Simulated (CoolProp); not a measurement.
The fluid at 293.15 K and 3.41 MPa (liquid) is heated at constant pressure to 486.6 K. The same conditions are run with several fluids, on thermodynamics alone (safety and materials aside).

Values from CoolProp's reference Helmholtz-energy equation of state of each fluid (octamethyltrisiloxane (MDM): Thol 2017; R152A: Outcalt 1996; n-heptane: Span 2003; carbonyl sulfide: Lemmon 2006; o-xylene: Zhou 2012).

Problem. Rank octamethyltrisiloxane (MDM), R152A, n-heptane, carbonyl sulfide, o-xylene by heat (kJ/kg), highest first.

Solution. n-heptane (512), R152A (509), o-xylene (401), carbonyl sulfide (396), octamethyltrisiloxane (MDM) (387)

```
fluid                        final phase  final density (kg/m³)
---------------------------  -----------  ---------------------
octamethyltrisiloxane (MDM)       liquid                    615
R152A                                gas                   63.5
n-heptane                         liquid                    492
carbonyl sulfide                     gas                   55.2
o-xylene                          liquid                    705
```
